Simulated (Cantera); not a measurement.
A closed system holds: 1 mol SiH₂Cl₂, 0.78 mol NH₃, at 1998.15 K and 10.0 Torr.

Cantera equilibrium calculation (NASA polynomials, part measured and part estimated; ideal gas, pure solids and liquids). Candidate condensed phases: NH₄Cl, Si, Si₃N₄; 28 gas species. The tables' values for SiCl, SiCl₃, SiN are old estimates; treat these amounts as uncertain. Gases not in the tables: Si₂H₆ and higher silanes. Rates play no part.

Base state: H₂ 0.502, HCl 0.192, SiCl₂ 0.177, N₂ 0.108, H 0.00985, Si 0.00320, SiCl 0.00300, Cl 0.00281 (mole fractions); condensed: Si(l).

Q: What changes in the equilibrium state with this change: temperature from 1998.15 K to 1648.15 K?

A: 
```csv
species,before,after
H₂,0.502,0.559
SiCl₂,0.177,0.199
HCl,0.192,0.181
N₂,0.108,0.0541
Si₂,3.30e-5,5.85e-8
Si,0.00320,1.84e-5
"Si(l), mol",0.335,0
"Si₃N₄(s), mol",0,0.105
```
The tables' values for SiCl₃, SiCl are old estimates; treat these amounts as uncertain.
